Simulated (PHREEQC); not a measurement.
Synthetic water in mg/L, 25 °C, pH 6.95, pe 12.5: Na 71.3; K 7.17; Ca 20; Mg 71.1; Cl 110; S(6) as SO4 123; Alkalinity as HCO3 275; O(0) (dissolved oxygen) 7.04; Li 0.523.

Na is adjusted to close the charge balance.
Valence states are taken as typed.

Model: ion-association model, phreeqc.dat, run in PHREEQC.

No solid was allowed to form.

Q: Estimate the ionic strength.

A: ionic strength 0.0135 mol/kgw.

Q: In which forms is C present?

A: HCO3- 80 %, CO2 18 %, MgHCO3+ 1.6 % of the C.
